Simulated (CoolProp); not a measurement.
A simple Rankine cycle with water: condensing at 309.15 K, boiler at 3.08 MPa, turbine inlet 510.6 K, turbine efficiency 0.6, pump efficiency 0.6, no recuperator. Each further row changes one setting.

Values from CoolProp's reference Helmholtz-energy equation of state, Wagner 2002.

```
case                             thermal efficiency (%)  net work (kJ/kg)  heat in (kJ/kg)  turbine exit temperature (K)  volume ratio over the turbine
-------------------------------  ----------------------  ----------------  ---------------  ----------------------------  -----------------------------
as stated                                             …               539             2650                         309.2                            320
turbine inlet 530.6 K                                 …               555                …                         309.2                            306
condensing temperature 301.15 K                    21.1               566             2690                         301.2                            488
boiler pressure 2.16 MPa                           19.4                 …             2710                         309.2                            219
turbine efficiency 0.5                             16.9               448             2650                         309.2                            334
```

Question: Fill in the missing entries.

Answer: 
- as stated, thermal efficiency (%): 20.3
- turbine inlet 530.6 K, thermal efficiency (%): 20.4
- turbine inlet 530.6 K, heat in (kJ/kg): 2720
- boiler pressure 2.16 MPa, net work (kJ/kg): 526

The expansion ends wet for: as stated; turbine inlet 530.6 K; condensing temperature 301.15 K; boiler pressure 2.16 MPa; turbine efficiency 0.5.
